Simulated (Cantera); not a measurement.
Charge: 1 mol borazine, 0.19 mol O2, held at 1373 K and 0.000190 bar.

These are equilibrium values from Cantera (NASA tables, ideal gas, pure condensed phases), not measurements of a reactor. Candidate condensed phases: B, BN, B2O3, B3O3H3, H2O; 39 gas species. The feed counts by its element totals alone. Mutual solubility and eutectic melting of coexisting phases are not modelled. Equilibrium is a limit: real reactors are often held back by kinetics, nucleation or transport.

Base state: H2 0.936, N2 0.0406, HBO 0.00894, B2O3 0.00659, HBO2 0.00631, B2O2 0.000926, H 0.000234, H2O 0.000152 (mole fractions); condensed: BN(s) + B2O3(l).

What changes in the equilibrium state with this change: pressure from 0.000190 bar to 0.00700 bar?


```tsv
species	before	after
H2	0.936	0.956
N2	0.0406	0.0401
HBO2	0.00631	0.00191
HBO	0.00894	0.000817
B2O3	0.00659	0.000179
B2O2	0.000926	7.58e-6
BO	7.09e-5	1.06e-6
BN(s), mol	2.74	2.75
B2O3(l), mol	0.0807	0.121
```
